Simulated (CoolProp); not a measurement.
Vapour-liquid equilibrium of R1234yf (1) + R227EA (2) at 20.15 °C; x and y are mole fractions of (1).

The numbers come from the multi-fluid Helmholtz-energy mixture model, Lemmon 2022 and Lemmon 2016; pair parameters Bell 2016 in CoolProp.

Question: Give the bubble pressure and the first vapour's composition at x = 0.05, 0.8, 0.875. Is there an azeotrope?

Answer: x = 0.05: 0.4014 MPa, y = 0.071; x = 0.8: 0.5530 MPa, y = 0.849; x = 0.875: 0.5684 MPa, y = 0.908. No azeotrope shows between x = 0.05 and 0.95.

The pair parameters rest on a limited set of measurements; away from them the model extrapolates.
